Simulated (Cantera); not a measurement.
Charge: 1 mol HgO, 0.53 mol O₂, 0.82 mol H₂, at 1.95 Torr.

These are equilibrium values from Cantera (NASA tables, ideal gas, pure condensed phases), not measurements of a reactor. Candidate condensed phases: H₂O, Hg, HgO; 10 gas species. Kinetics and transport are ignored.

### Question
At 925 K, list the 3 most abundant gas species with their mole fractions, and the condensed phases.

### Answer
Hg 0.410, H₂O 0.336, O₂ 0.254. Condensed: gas only.
